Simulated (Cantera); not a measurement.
# Equilibrium for boron, boron nitride and boron oxide: B2O3 + NH3 + H2

Feed: 1 mol B2O3, 16 mol NH3, 0.26 mol H2, at 0.130 bar.

Equilibrium computed with Cantera from the NASA thermochemical tables; the gas is ideal and each condensed phase is pure. Candidate condensed phases: B, BN, B2O3, B3O3H3, H2O; 39 gas species. Mutual solubility and eutectic melting of coexisting phases are not modelled. Gases not in the tables: H3BO3. Equilibrium is a limit: real reactors are often held back by kinetics, nucleation or transport.

```csv
T (K),x H2,x N2,x HBO,x HBO2,x B2O3,n BN(s),n B2O3(l)
923,0.750,0.247,3.00e-10,6.12e-7,<1e-12,0.0510,0.974
1073,0.750,0.247,6.28e-8,1.43e-5,6.63e-10,0.0485,0.975
1223,0.750,0.247,3.43e-6,0.000146,1.48e-7,0.0468,0.974
1373,0.750,0.247,7.62e-5,0.000866,9.63e-6,0.0507,0.959
1523,0.747,0.247,0.000902,0.00351,0.000265,0.0673,0.886
1673,0.732,0.244,0.00671,0.0108,0.00391,0.0735,0.539
1823,0.709,0.240,0.0173,0.0169,0.0112,0,0
1973,0.705,0.240,0.0194,0.0173,0.00946,0,0
2123,0.697,0.239,0.0208,0.0173,0.00779,0,0
```
x: gas mole fraction; n: condensed amount in mol.

From 923 K to 1673 K the condensed part is BN(s) + B2O3(l). From 1823 K to 2123 K nothing is condensed.
